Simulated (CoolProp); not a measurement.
Saturation properties of n-undecane (Tc = 638.8 K, pc = 1.990 MPa, ω = 0.539).

Model: reference Helmholtz-energy equation of state, Aleksandrov 2011, in CoolProp. It is a short technical equation, of lower accuracy than the large ones.

```tsv
T (K)	p (MPa)	vapour density (kg/m³)	surface tension (mN/m)
488	0.1582	6.724	___
493.9	0.1801	7.636	7.85
499.8	___	8.647	7.43
505.7	___	___	7.01
511.6	0.2601	___	6.61
517.5	___	12.38	6.20
523.3	0.3264	13.87	5.82
529.2	0.3645	15.54	___
535.1	0.4059	17.39	___
```

Complete the blanks.


- 488, surface tension (mN/m): 8.27
- 499.8, p (MPa): 0.2042
- 505.7, p (MPa): 0.2308
- 505.7, vapour density (kg/m³): 9.768
- 511.6, vapour density (kg/m³): 11.01
- 517.5, p (MPa): 0.2921
- 529.2, surface tension (mN/m): 5.43
- 535.1, surface tension (mN/m): 5.04

It boils at 468.9 K under 1 atm.

Surface tension comes from a separate correlation (Mulero 2014).
